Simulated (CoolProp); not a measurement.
Aqueous lithium chloride as a coolant, at 37 °C, 1 atm.

Model: Melinder's fits for secondary coolants, in CoolProp.

```
mass %  freezing point (°C)  cp (kJ/(kg K))  conductivity (W/(m K))  viscosity (mPa s)  density (kg/m³)
------  -------------------  --------------  ----------------------  -----------------  ---------------
2.4                    -2.0           4.052                   0.619              0.757             1007
4.9                    -4.9           3.927                   0.612              0.824             1021
7.3                    -8.1           3.817                   0.606              0.894             1035
9.8                   -11.9           3.711                   0.599              0.976             1050
12.3                  -16.7           3.614                   0.593               1.07             1064
14.8                  -23.3           3.523                   0.587               1.19             1079
17.2                  -31.7           3.443                   0.582               1.32             1093
```
